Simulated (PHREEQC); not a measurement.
NaOH is added in steps, without added water, to 1 kg of water holding 0.022 mol/kgw CuSO4 and 0.0029 mol/kgw H2SO4, at 25 °C. Oxygen is held at 0.21 atm. CO2 from the air is kept out. Solids allowed: Cu(OH)2, Brochantite, Antlerite, Mirabilite, Chalcanthite. Others were left out.

Base run: PHREEQC, ion-association model, wateq4f.dat. Each further column changes one thing. The table gives pH.

```json
[
 {"NaOH added (mol)": "0", "base": "2.53", "0.0008 mol/kgw Na2CO3 added": "2.67", "CuSO4 replaced by NH4HSO4 at the same molality": "1.83", "CuSO4 replaced by Cs2SO4 at the same molality": "___", "no solid may form": "2.53"},
 {"NaOH added (mol)": "0.005781", "base": "4.27", "0.0008 mol/kgw Na2CO3 added": "4.29", "CuSO4 replaced by NH4HSO4 at the same molality": "1.95", "CuSO4 replaced by Cs2SO4 at the same molality": "5.11", "no solid may form": "___"},
 {"NaOH added (mol)": "0.01272", "base": "4.36", "0.0008 mol/kgw Na2CO3 added": "4.38", "CuSO4 replaced by NH4HSO4 at the same molality": "2.13", "CuSO4 replaced by Cs2SO4 at the same molality": "11.73", "no solid may form": "6.14"},
 {"NaOH added (mol)": "0.0185", "base": "4.45", "0.0008 mol/kgw Na2CO3 added": "4.49", "CuSO4 replaced by NH4HSO4 at the same molality": "___", "CuSO4 replaced by Cs2SO4 at the same molality": "11.99", "no solid may form": "6.48"},
 {"NaOH added (mol)": "0.02428", "base": "4.59", "0.0008 mol/kgw Na2CO3 added": "___", "CuSO4 replaced by NH4HSO4 at the same molality": "2.80", "CuSO4 replaced by Cs2SO4 at the same molality": "___", "no solid may form": "___"},
 {"NaOH added (mol)": "0.03122", "base": "4.92", "0.0008 mol/kgw Na2CO3 added": "___", "CuSO4 replaced by NH4HSO4 at the same molality": "8.65", "CuSO4 replaced by Cs2SO4 at the same molality": "12.29", "no solid may form": "7.43"},
 {"NaOH added (mol)": "0.037", "base": "5.38", "0.0008 mol/kgw Na2CO3 added": "5.70", "CuSO4 replaced by NH4HSO4 at the same molality": "9.24", "CuSO4 replaced by Cs2SO4 at the same molality": "12.38", "no solid may form": "7.81"}
]
```

Fill in the missing entries.


- 0, CuSO4 replaced by Cs2SO4 at the same molality: 2.60
- 0.005781, no solid may form: 4.69
- 0.0185, CuSO4 replaced by NH4HSO4 at the same molality: 2.36
- 0.02428, 0.0008 mol/kgw Na2CO3 added: 4.64
- 0.02428, CuSO4 replaced by Cs2SO4 at the same molality: 12.15
- 0.02428, no solid may form: 6.86
- 0.03122, 0.0008 mol/kgw Na2CO3 added: 5.09

 In at least one series the solution becomes supersaturated in solids that the run did not let form, among them Cu(OH)2, Brochantite, Antlerite. The database's constant for dissolved Cu(OH)2 is higher than later reviews accept. Solids allowed in the column '0.0008 mol/kgw Na2CO3 added': Cu(OH)2, Malachite, Brochantite, Antlerite, Mirabilite, Chalcanthite, Nahcolite, Natron. Solids allowed in the column 'CuSO4 replaced by NH4HSO4 at the same molality': Mirabilite. Solids allowed in the column 'CuSO4 replaced by Cs2SO4 at the same molality': Mirabilite.
